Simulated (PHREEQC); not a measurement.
1 kg of water holding 38 mmol/kgw Na2SO4 and 83 mmol/kgw NaOH is evaporated at 25 °C; the solids stay in contact with the brine. The system is closed to CO2. Only these solids could form: Mirabilite, Thenardite.

Base run: PHREEQC, Pitzer model, pitzer.dat. Each further column changes one thing. The table gives water activity.

```csv
H2O removed (mol),base,temperature from 25 to 5 °C,temperature from 25 to 50 °C
0,0.996,0.996,0.996
30.18,0.991,0.991,0.991
43.95,0.980,0.980,0.980
50.23,0.957,___,0.956
52.58,0.919,0.933,0.918
54.17,0.796,___,___
54.9,0.617,___,0.645
55.23,0.134,0.082,___
```

Question: Fill in the missing entries.

Answer: 
- 50.23, temperature from 25 to 5 °C: 0.962
- 54.17, temperature from 25 to 5 °C: 0.794
- 54.17, temperature from 25 to 50 °C: 0.810
- 54.9, temperature from 25 to 5 °C: 0.592
- 55.23, temperature from 25 to 50 °C: 0.246

 Away from 25 °C the constants follow the database's enthalpies or fits; those with neither stay at their 25 °C values.
